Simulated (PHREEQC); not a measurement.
PHREEQC input (ion-association model, wateq4f.dat):

```
SOLUTION_MASTER_SPECIES
  An  An-  0  An  62.0  # stands for a non-complexing anion
SOLUTION_SPECIES
  An- = An-
    -log_k 0
    -gamma 3.0 0
PHASES
  Fix_H+
    H+ = H+
    -log_k 0
SOLUTION 1
  temp 25
  units mmol/kgw
  pH 7 charge
  Se(6) 0.0066
  Na 10.0132
  An 10
END
SELECTED_OUTPUT 1
  -reset false
  -pH true
  -pe true
  -ionic_strength true
  -water true
  -totals Na Se Se(-2) Se(4) Se(6)
  -molalities Hfo_wOH Hfo_wOH2+ Hfo_wO- Hfo_sOH Hfo_sOH2+ Hfo_sO- Hfo_wSeO4- Hfo_wOHSeO4-2
USER_PUNCH 1
  -headings sigma psi
  10 PUNCH EDL("sigma", "Hfo"), EDL("psi", "Hfo")
PRINT
  -reset false
USE solution 1
SURFACE 1
  Hfo_wOH 0.0047191 600 2.1
  Hfo_sOH 0.000117978
EQUILIBRIUM_PHASES 1
  Fix_H+ -4 HAn 10
    -force_equality true
  O2(g) -0.68 10
END
# ... the last block is repeated for the other 12 points of pH, with NaOH or the acid as the point needs
```

Selected output (columns that matter, 13 of 13 rows; pH added in front):

```
pH	mu	Na	Se	m_Hfo_wOH	m_Hfo_wOH2+	m_Hfo_wO-	m_Hfo_sOH	m_Hfo_sOH2+	m_Hfo_sO-	m_Hfo_wSeO4-	m_Hfo_wOHSeO4-2	sigma	psi
4	0.011573	0.010013	3.4515e-10	0.0018212	0.0028648	2.6524e-05	4.5594e-05	7.172e-05	6.6402e-07	2.6874e-06	3.9123e-06	0.22199	0.18299
4.5	0.011119	0.010013	9.4479e-10	0.0024807	0.0021668	6.5061e-05	6.2104e-05	5.4246e-05	1.6288e-06	1.8221e-06	4.777e-06	0.16411	0.16852
5	0.010778	0.010013	3.339e-09	0.0029781	0.0016081	0.00012635	7.4556e-05	4.0259e-05	3.1631e-06	1.2587e-06	5.338e-06	0.1154	0.1513
5.5	0.010524	0.010013	1.4666e-08	0.0032986	0.0012074	0.00020645	8.2582e-05	3.0228e-05	5.1684e-06	9.0754e-07	5.6778e-06	0.077638	0.13171
6	0.01034	0.010013	7.8022e-08	0.0034767	0.0009418	0.00029403	8.7039e-05	2.3578e-05	7.3609e-06	6.8987e-07	5.8321e-06	0.049904	0.10987
6.5	0.010213	0.010013	4.6989e-07	0.0035629	0.00077475	0.00037535	8.9188e-05	1.9394e-05	9.3961e-06	5.316e-07	5.5985e-06	0.030454	0.085932
7	0.010129	0.010013	2.3766e-06	0.0036012	0.00067085	0.00044286	9.011e-05	1.6786e-05	1.1081e-05	3.1771e-07	3.9057e-06	0.017275	0.060328
7.5	0.010072	0.010013	5.4062e-06	0.0036176	0.00060385	0.00049648	9.0463e-05	1.51e-05	1.2415e-05	8.1103e-08	1.1127e-06	0.0082518	0.03357
8	0.010029	0.010013	6.4334e-06	0.0036223	0.00055737	0.00053929	9.0561e-05	1.3935e-05	1.3483e-05	1.0492e-08	1.5615e-07	0.0013943	0.0060836
8.5	0.010056	0.010083	6.5803e-06	0.003621	0.00051667	0.00058137	9.0527e-05	1.2917e-05	1.4534e-05	1.1563e-09	1.8558e-08	-0.0050816	-0.021555
9	0.010115	0.010194	6.5976e-06	0.003613	0.00047048	0.00063562	9.0325e-05	1.1762e-05	1.5891e-05	1.2662e-10	2.2267e-09	-0.012964	-0.048784
9.5	0.010213	0.010364	6.5997e-06	0.0035897	0.00041079	0.0007186	8.9742e-05	1.027e-05	1.7965e-05	1.4294e-11	2.8606e-10	-0.024162	-0.075043
10	0.010398	0.010658	6.5999e-06	0.0035305	0.00033425	0.00085429	8.8263e-05	8.3563e-06	2.1357e-05	1.6939e-12	4.0972e-11	-0.040821	-0.099751
```
